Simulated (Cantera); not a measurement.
Input: 1 mol SiCl4, 0.97 mol Cl2, 19 mol H2, equilibrated at 1000 Pa.

Cantera equilibrium calculation (NASA polynomials, part measured and part estimated; ideal gas, pure solids and liquids). Candidate condensed phases: Si; 19 gas species. The tables' values for SiCl3 are old estimates; treat these amounts as uncertain. The numbers say what is thermodynamically allowed, not how fast it happens. All values below are at 1223 K.

Base state: H2 0.815, HCl 0.138, SiCl2 0.0188, SiCl4 0.0179, SiCl3 0.00651, SiHCl3 0.00327, SiH2Cl2 7.94e-5 (mole fractions); condensed: gas only.

Q: What changes in the equilibrium state with this change: Cl2 from 0.97 to 0.095 mol?

A: 
```csv
species,before,after
H2,0.815,0.867
HCl,0.138,0.0920
SiCl2,0.0188,0.0238
SiCl4,0.0179,0.00944
SiH2Cl2,7.94e-5,0.000106
SiCl3,0.00651,0.00530
"Si(s), mol",0,0.141
```
